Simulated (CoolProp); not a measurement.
Vapour-liquid equilibrium of m-xylene (1) + o-xylene (2) at 29.45 °C; x and y are mole fractions of (1).

The numbers come from the multi-fluid Helmholtz-energy mixture model, Zhou 2012 and Zhou 2012; pair parameters Bell 2016 in CoolProp.

```tsv
x	bubble pressure, mixture model (bar)	bubble pressure, Raoult's law (bar)	y, mixture model	y, Raoult's law
0.05	0.01172	0.01173	0.060	0.061
0.15	0.01198	0.01201	0.179	0.180
0.25	0.01226	0.01229	0.293	0.293
0.35	0.01256	0.01257	0.403	0.401
0.45	0.01285	0.01285	0.507	0.504
0.55	0.01315	0.01313	0.605	0.603
0.65	0.01344	0.01341	0.699	0.698
0.75	0.01372	0.01369	0.789	0.788
0.85	0.01400	0.01397	0.875	0.876
0.95	0.01426	0.01425	0.959	0.959
```

The largest gap from Raoult's law is +0.2 % in bubble pressure, at x = 0.75. No azeotrope shows between x = 0.05 and 0.95.

Pair parameters are fitted to limited data, so mixtures are less certain than the pure fluids.
